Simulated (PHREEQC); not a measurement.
PHREEQC input (ion-association model, wateq4f.dat):

```
SOLUTION_MASTER_SPECIES
  An  An-  0  An  62.0  # stands for a non-complexing anion
SOLUTION_SPECIES
  An- = An-
    -log_k 0
    -gamma 3.0 0
PHASES
  Fix_H+
    H+ = H+
    -log_k 0
SOLUTION 1
  temp 25
  units mmol/kgw
  pH 7 charge
  S(6) 0.38
  Ag 0.76
  Cl 0.0005
  Zn 0.00025
  Na 300
  An 300
END
SELECTED_OUTPUT 1
  -reset false
  -pH true
  -pe true
  -ionic_strength true
  -water true
  -totals Ag Cl Na S Zn S(-2) S(6)
  -molalities Hfo_wOH Hfo_wOH2+ Hfo_wO- Hfo_sOH Hfo_sOH2+ Hfo_sO- Hfo_wSO4- Hfo_wOHSO4-2 Hfo_sOZn+ Hfo_wOZn+
    Hfo_sOAg Hfo_wOAg
  -saturation_indices Zn(OH)2-e Zn4(OH)6SO4 Zn5(OH)8Cl2 Cerargyrite Ag2O Ag2SO4 Halite Mirabilite Goslarite
USER_PUNCH 1
  -headings sigma psi
  10 PUNCH EDL("sigma", "Hfo"), EDL("psi", "Hfo")
PRINT
  -reset false
USE solution 1
SURFACE 1
  Hfo_wOH 0.000168539 600 0.075
  Hfo_sOH 4.21348e-06
EQUILIBRIUM_PHASES 1
  Fix_H+ -4 HAn 10
    -force_equality true
  O2(g) -0.68 10
END
# ... the last block is repeated for the other 12 points of pH, with NaOH or the acid as the point needs
```

Selected output (columns that matter, 13 of 13 rows; pH added in front):

```
pH	mu	Ag	Na	S	Zn	si_Zn(OH)2-e	si_Zn4(OH)6SO4	si_Zn5(OH)8Cl2	si_Cerargyrite	si_Ag2O	si_Halite	si_Mirabilite	si_Goslarite	sigma
4	0.30109	0.00075999	0.3	0.00034131	2.4998e-07	-10.65	-37.203	-55.619	-0.1922	-11.093	-8.9328	-4.4661	-9.4222	0.1957
4.5	0.301	0.00075992	0.3	0.0003436	2.4985e-07	-9.6507	-34.2	-51.62	-0.1922	-10.094	-8.9328	-4.4624	-9.4187	0.18952
5	0.30097	0.00075945	0.3	0.00034872	2.4882e-07	-8.6526	-31.2	-47.629	-0.1924	-9.094	-8.9327	-4.4557	-9.4138	0.17597
5.5	0.30096	0.00075791	0.3	0.00035703	2.442e-07	-7.6608	-28.223	-43.669	-0.1929	-8.0958	-8.9323	-4.4454	-9.4117	0.15358
6	0.30095	0.00075631	0.3	0.00036644	2.3434e-07	-6.6788	-25.284	-39.759	-0.1935	-7.0977	-8.9319	-4.434	-9.4185	0.12533
6.5	0.30095	0.00075513	0.3	0.00037404	2.1009e-07	-5.7267	-22.466	-35.998	-0.1939	-6.0991	-8.9317	-4.4251	-9.4574	0.094391
7	0.30094	0.00075267	0.3	0.00037818	1.3877e-07	-4.9083	-20.188	-32.904	-0.1948	-5.1019	-8.9311	-4.4203	-9.6342	0.062717
7.5	0.30092	0.00074557	0.3	0.0003796	4.5322e-08	-4.3995	-19.151	-31.357	-0.1973	-4.1102	-8.9295	-4.4187	-10.124	0.032712
8	0.30093	0.00072721	0.30003	0.00037993	9.4028e-09	-4.1071	-18.981	-30.887	-0.2039	-3.1319	-8.9252	-4.4182	-10.831	0.0056505
8.5	0.30094	0.00069218	0.30008	0.00037999	2.7879e-09	-3.7699	-18.632	-30.185	-0.2172	-2.1749	-8.917	-4.418	-11.494	-0.017867
9	0.30095	0.00065182	0.30014	0.00038	3.2791e-09	-3.2108	-17.396	-28.37	-0.2339	-1.2275	-8.9072	-4.4177	-11.934	-0.034122
9.5	0.30099	0.0006257	0.3002	0.00038	1.4947e-08	-2.4309	-15.276	-25.457	-0.2457	-0.2643	-8.9006	-4.4176	-12.155	-0.041357
10	0.30109	0.00061446	0.30032	0.00038	8.5973e-08	-1.6616	-13.199	-22.604	-0.2522	0.7159	-8.897	-4.4173	-12.385	-0.043924
```

Along this series the solution becomes supersaturated in solids that the run did not let form, among them Ag2O.
